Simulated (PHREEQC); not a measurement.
## Silver or lead bath: an equilibrium model

Dissolve 0.00016 mol PbCl2, 0.026 mol KBr and 0.00014 mol Cu(NO3)2 per kg of water at 20 °C. Closed to the air; pH follows from the charge balance.

The numbers come from PHREEQC with the ion-association model, wateq4f.dat.

Each row changes one thing in this solution. This is a speciation only: nothing precipitates in the calculation.

```
case                                      pH  Pb+2 (mol/kgw)  PbBr+ (mol/kgw)  PbOH+ (mol/kgw)  PbCl+ (mol/kgw)  Pb(OH)2 (mol/kgw)  SI of Pb(OH)2 (Pb(OH)2)  SI of Litharge (PbO)
--------------------------------------  ----  --------------  ---------------  ---------------  ---------------  -----------------  -----------------------  --------------------
as made                                 5.72         8.99e-5          6.81e-5          5.84e-7          5.41e-7           1.02e-10                    -1.19                 -5.79
KBr from 0.026 to 0.0234 mol/kgw        5.72         9.30e-5          6.50e-5          6.07e-7          5.74e-7           1.06e-10                    -1.18                 -5.78
Cu(NO3)2 left out                        [?]         8.95e-5          6.81e-5          1.11e-6          5.41e-7           3.72e-10                    -0.63                 -5.23
PbCl2 from 0.00016 to 0.000176 mol/kgw  5.72         9.89e-5          7.49e-5          6.35e-7          6.54e-7           1.10e-10                    -1.16                 -5.76
diluted 100-fold with water              [?]         1.51e-6          1.98e-8          6.93e-8         1.57e-10           6.58e-11                    -1.39                 -5.99
0.00045 mol/kgw NaNO3 added             5.72         8.99e-5          6.78e-5          5.83e-7          5.38e-7           1.02e-10                    -1.19                 -5.79
KBr from 0.026 to 0.0026 mol/kgw         [?]        0.000142          1.54e-5          9.82e-7          1.23e-6           1.54e-10                    -1.02                 -5.62
KBr from 0.026 to 0.26 mol/kgw           [?]         2.91e-5         0.000122          1.69e-7          9.15e-8           3.37e-11                    -1.65                 -6.25
```

### Question
What belongs in the gaps?

### Answer

- Cu(NO3)2 left out, pH: 6.00
- diluted 100-fold with water, pH: 6.40
- KBr from 0.026 to 0.0026 mol/kgw, pH: 5.63
- KBr from 0.026 to 0.26 mol/kgw, pH: 5.87

Species that the database lacks are ignored. The database's constant for dissolved Cu(OH)2 is higher than later reviews accept.
